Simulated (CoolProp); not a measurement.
Vapour-liquid equilibrium of R13 (1) + isobutane (2) at -5.65 °C; x and y are mole fractions of (1).

The numbers come from the multi-fluid Helmholtz-energy mixture model, Platzer 1990 and Bücker 2006; pair parameters Bell 2016 in CoolProp. This equation is an older, rougher fit; its heat capacities, sound speeds and derivatives of the liquid may be far off and weren't checked against measurements.

```csv
x,"bubble pressure, mixture model (MPa)","bubble pressure, Raoult's law (MPa)","y, mixture model","y, Raoult's law"
0.05,0.2418,0.2066,0.476,0.412
0.2,0.5375,0.4428,0.776,0.769
0.35,0.7770,0.6791,0.856,0.878
0.5,0.9806,0.9153,0.897,0.930
0.65,1.171,1.152,0.927,0.961
0.8,1.372,1.388,0.955,0.982
0.95,1.610,1.624,0.987,0.996
```

The largest gap from Raoult's law is +21.4 % in bubble pressure, at x = 0.2. No azeotrope shows between x = 0.05 and 0.95.

Pair parameters are fitted to limited data, so mixtures are less certain than the pure fluids. The gap from Raoult's law changes sign with composition, which may be real or a fault of the pair parameters; it wasn't checked against measurements.
